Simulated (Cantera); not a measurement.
Charge: 1 mol Ti, 11 mol H2, equilibrated at 0.0100 bar.

Method: chemical equilibrium by Gibbs-energy minimisation in Cantera with the NASA 1993 tables (ideal gas, pure condensed phases). Candidate condensed phases: Ti; 3 gas species. Kinetics and transport are ignored.

x: gas mole fraction; n: condensed amount in mol.

```tsv
T (K)	x H2	x H	x Ti	n Ti(β)	n Ti(l)
1273	1.000	7.13e-6	1.48e-10	1.00	0
1423	1.000	[?]	[?]	1.00	0
1573	1.000	0.000407	5.95e-7	1.000	0
1723	0.998	0.00182	1.25e-5	1.000	0
1873	0.993	[?]	[?]	0.998	0
2023	0.980	0.0188	0.00134	0	0.985
2173	0.945	0.0469	0.00801	0	0.909
```

**Question.** Fill in the missing entries.

**Answer.** 
- 1423, x H: 6.64e-5
- 1423, x Ti: 1.46e-8
- 1873, x H: 0.00643
- 1873, x Ti: 0.000160
